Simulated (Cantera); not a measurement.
What does this Cantera script print?

```python
import numpy as np
import cantera as ct

surf = ct.Interface("ptcombust.yaml", "Pt_surf")
gas = surf.adjacent["gas"]
gas.TPX = 848, 31000, {'CH4': 0.0044, 'O2': 0.088, 'N2': 0.79}
surf.TP = 848, 31000
reactor = ct.FlowReactor(gas, clone=False)
reactor.area = 0.0001  # m2
reactor.surface_area_to_volume_ratio = 2300  # 1/m
reactor.mass_flow_rate = 0.71 * reactor.area * gas.density  # inlet velocity 0.71 m/s
reactor.energy_enabled = False
wall = ct.ReactorSurface(surf, reactor, clone=False)
net = ct.ReactorNet([reactor])
net.rtol, net.atol = 1e-8, 1e-16
show, cover = ['CH4', 'O2', 'H2O', 'CO2', 'CO'], ['PT(S)', 'H(S)', 'O(S)', 'OH(S)', 'CO(S)', 'C(S)']

rows = []
print(f"{'z/m':>9s}{'u/(m/s)':>9s}" + "".join(f"{s:>13s}" for s in show + cover))
for z in [0.00012, 0.00021, 0.00038, 0.00067, 0.0012, 0.0021, 0.0038, 0.0067, 0.012]:
    net.advance(z)
    rows.append([reactor.speed, *gas[show].X, *surf[cover].coverages])
    print(f"{z:9.4g}{rows[-1][0]:9.3g}" + "".join(f"{x:13.4e}" for x in rows[-1][1:]))
```

Result:

```
      z/m  u/(m/s)          CH4           O2          H2O          CO2           CO        PT(S)         H(S)         O(S)        OH(S)        CO(S)         C(S)
  0.00012     0.71   4.9626e-03   9.9681e-02   4.7518e-05   2.2965e-05   7.9402e-07   9.6544e-02   1.6456e-09   9.0334e-01   1.1021e-04   3.1581e-06   8.0855e-09
  0.00021     0.71   4.9449e-03   9.9645e-02   8.3008e-05   4.0506e-05   9.9839e-07   9.6545e-02   2.0460e-09   9.0331e-01   1.3739e-04   3.1802e-06   8.0572e-09
  0.00038     0.71   4.9115e-03   9.9579e-02   1.4971e-04   7.3743e-05   1.1098e-06   9.6551e-02   2.6376e-09   9.0327e-01   1.7755e-04   3.1782e-06   8.0043e-09
  0.00067     0.71   4.8552e-03   9.9466e-02   2.6247e-04   1.3011e-04   1.1229e-06   9.6564e-02   3.4111e-09   9.0320e-01   2.3003e-04   3.1471e-06   7.9155e-09
   0.0012     0.71   4.7537e-03   9.9263e-02   4.6534e-04   2.3156e-04   1.1012e-06   9.6596e-02   4.4779e-09   9.0310e-01   3.0233e-04   3.0842e-06   7.7568e-09
   0.0021     0.71   4.5861e-03   9.8928e-02   8.0053e-04   3.9919e-04   1.0628e-06   9.6657e-02   5.8298e-09   9.0295e-01   3.9377e-04   2.9804e-06   7.4956e-09
   0.0038     0.71   4.2848e-03   9.8325e-02   1.4031e-03   7.0052e-04   9.9360e-07   9.6782e-02   7.6924e-09   9.0270e-01   5.1930e-04   2.7936e-06   7.0260e-09
   0.0067     0.71   3.8140e-03   9.7384e-02   2.3446e-03   1.1714e-03   8.8537e-07   9.6995e-02   9.9475e-09   9.0233e-01   6.7033e-04   2.5003e-06   6.2882e-09
    0.012     0.71   3.0786e-03   9.5913e-02   3.8150e-03   1.9067e-03   7.1589e-07   9.7350e-02   1.2737e-08   9.0179e-01   8.5522e-04   2.0364e-06   5.1216e-09
```

Cantera simulation using Deutschmann's 1995 Pt surface mechanism with GRI-Mech 3.0 gas chemistry; the numbers are that mechanism's predictions, not measurements. Catalytic surfaces can have several steady states; this one follows from the mechanism file's or the stated starting coverage. Mass transfer to the wall is taken as infinitely fast.
